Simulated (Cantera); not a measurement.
A perfectly stirred reactor is fed with 57.8 % CH4, 42.2 % CO2, at 0.987 atm; it is held at 1625 K, and followed from long to short residence time.

Detailed kinetics in Cantera: GRI-Mech 3.0 (53 species, 325 reactions).

x: mole fraction; the columns are a selection and need not sum to one.

| τ (s) | x CH4 | x CO2 | x O | x CO | x C2H6 |
|---|---|---|---|---|---|
| 0.66 | 0.0781 | 0.0648 | 1.65e-11 | 0.266 | [?] |
| 0.16 | 0.153 | 0.139 | 1.66e-11 | 0.183 | [?] |
| 0.040 | 0.292 | 0.271 | 1.19e-11 | 0.0784 | [?] |
| 0.010 | 0.440 | 0.372 | 6.26e-12 | 0.0166 | [?] |
| 0.0025 | 0.532 | 0.411 | 2.50e-12 | 0.00204 | [?] |
| 0.00061 | 0.569 | 0.421 | <1e-12 | 0.000156 | [?] |
| 0.00015 | 0.576 | 0.422 | <1e-12 | 1.28e-5 | [?] |

### Question
Some entries are withheld; supply them.

### Answer

- 0.66, x C2H6: 5.05e-5
- 0.16, x C2H6: 0.000181
- 0.040, x C2H6: 0.000555
- 0.010, x C2H6: 0.00127
- 0.0025, x C2H6: 0.00192
- 0.00061, x C2H6: 0.00120
- 0.00015, x C2H6: 0.000269
